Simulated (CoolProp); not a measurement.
Vapour-liquid equilibrium of R143a (1) + fluoroethane (R161) (2) at 0.00331 MPa; x and y are mole fractions of (1).

Model: multi-fluid Helmholtz-energy mixture model, Lemmon and Jacobsen 2000 and Wu 2012; pair parameters Bell 2016, in CoolProp.

Give the bubble temperature and the first vapour's composition at x = 0.05, 0.35, 0.8. Is there an azeotrope?

x = 0.05: 180.2 K, y = 0.103; x = 0.35: 177.1 K, y = 0.521; x = 0.8: 174.1 K, y = 0.880. No azeotrope shows between x = 0.05 and 0.95.

Pair parameters are fitted to limited data, so mixtures are less certain than the pure fluids.
